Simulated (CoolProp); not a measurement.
Saturated liquid density (kg/m³) of dodecamethylcyclohexasiloxane (D6): the reference equation beside estimates from Tc = 372.6 °C, pc = 961.4 kPa, ω = 0.736.

Computed with CoolProp (reference Helmholtz-energy equation of state, Colonna 2008). It is a short technical equation, of lower accuracy than the large ones.

| T (°C) | reference | van der Waals | Redlich-Kwong | Peng-Robinson |
|---|---|---|---|---|
| 123.35 | 858.6 | 486.4 | 714.7 | 876.5 |
| 135.25 | 844.9 | 480.0 | 703.6 | 866.8 |
| 147.05 | 831.1 | 473.4 | 692.2 | 856.5 |
| 158.85 | 817.1 | 466.7 | 680.4 | 845.7 |
| 170.65 | 802.9 | 459.7 | 668.1 | 834.1 |
| 182.45 | 788.4 | 452.5 | 655.4 | 821.7 |
| 194.35 | 773.5 | 445.0 | 642.0 | 808.4 |
| 206.15 | 758.3 | 437.3 | 628.2 | 794.3 |
| 217.95 | 742.7 | 429.2 | 613.7 | 779.2 |
| 229.75 | 726.6 | 420.8 | 598.6 | 762.9 |
| 241.55 | 709.9 | 412.1 | 582.8 | 745.4 |

Absolute difference from the reference over all 11 rows, mean and median: van der Waals 42.6 and 42.6 %, Redlich-Kwong 17.1 and 16.9 %, Peng-Robinson 4.0 and 4.2 %.
